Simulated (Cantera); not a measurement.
A freely propagating, adiabatic, planar premixed flame of H2 : O2 : N2 = 1 : 0.893 : 4.2 (molar parts), unburnt at 400 K and 5400 Torr; mixture-averaged transport, grid criteria slope 0.08 and curve 0.16, no radiation.

Computed with Cantera and the H2/O2 subset of GRI-Mech 3.0, which has no nitrogen chemistry. The hydrogen kinetics of GRI-Mech 3.0 are dated; newer H2 mechanisms differ, most at raised pressure. Burning velocities carry a grid error of a few per cent, more on coarse grids. Lean hydrogen flames are cellular in practice and burn faster than this planar one.

x: mole fraction of selected species; z is measured from the peak of heat release.

| z (mm) | T (K) | u (m/s) | x H2 | x O2 | x H2O | x O | x H | x H2O2 |
|---|---|---|---|---|---|---|---|---|
| -0.478 | 403 | 0.148 | 0.153 | 0.148 | 0.000247 | <1e-8 | <1e-8 | 3.27e-7 |
| -0.319 | 418 | 0.151 | 0.135 | 0.151 | 0.00238 | <1e-8 | <1e-8 | 4.06e-6 |
| -0.239 | [?] | 0.161 | 0.116 | 0.152 | 0.00826 | <1e-8 | <1e-8 | 1.66e-5 |
| -0.159 | [?] | 0.198 | 0.0855 | 0.149 | 0.0277 | <1e-8 | <1e-8 | 6.65e-5 |
| -0.0797 | [?] | 0.305 | 0.0468 | 0.129 | 0.0769 | 1.15e-7 | 3.44e-8 | 0.000209 |
| -0.0399 | [?] | 0.398 | 0.0266 | 0.109 | 0.115 | 2.09e-5 | 1.91e-5 | 0.000208 |
| 0 | [?] | 0.493 | 0.00969 | 0.0866 | 0.152 | 0.000265 | 0.000190 | 1.11e-5 |
| 0.0399 | 1577 | 0.537 | 0.00257 | 0.0761 | 0.168 | 0.000290 | 0.000132 | 2.33e-6 |
| 0.0797 | 1615 | 0.550 | 0.000788 | 0.0736 | 0.173 | 0.000146 | 4.06e-5 | 1.26e-6 |
| 0.159 | 1630 | 0.555 | 0.000140 | 0.0729 | 0.174 | 3.66e-5 | 4.53e-6 | 4.76e-7 |
| 0.319 | 1634 | 0.557 | 1.72e-5 | 0.0729 | 0.175 | 7.80e-6 | 3.47e-7 | 1.46e-7 |
| 0.638 | 1635 | 0.557 | 3.37e-6 | 0.0729 | 0.175 | 2.84e-6 | 6.45e-8 | 6.53e-8 |
| 1.28 | 1635 | 0.557 | 2.44e-6 | 0.0729 | 0.175 | 2.24e-6 | 4.62e-8 | 5.46e-8 |

Fill in the missing entries.


- -0.239, T (K): 455
- -0.159, T (K): 572
- -0.0797, T (K): 896
- -0.0399, T (K): 1171
- 0, T (K): 1449
